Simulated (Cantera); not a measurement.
Input: 1 mol SiC, 0.0012 mol H₂O, 54 mol H₂, at 6.90e-5 bar.

Method: chemical equilibrium by Gibbs-energy minimisation in Cantera with the NASA 1993 tables (ideal gas, pure condensed phases). Candidate condensed phases: C, C₆H₆, C₇H₈, C₈H₁₈, H₂O, Si, SiC, SiO₂; 123 gas species. Rates play no part.

**Question.** What share of the Si ends up in condensed phases as a function of T (K), at 1523, 1623, 1723, 1823, 1923, 2023, 2123?

**Answer.** 
```
T (K)  Si condensed (%)      as
-----  ----------------  ------
1523               99.9  SiC(s)
1623               99.8  SiC(s)
1723               98.7  SiC(s)
1823               90.0  SiC(s)
1923               37.9  SiC(s)
2023                0.0       -
2123                0.0       -
```
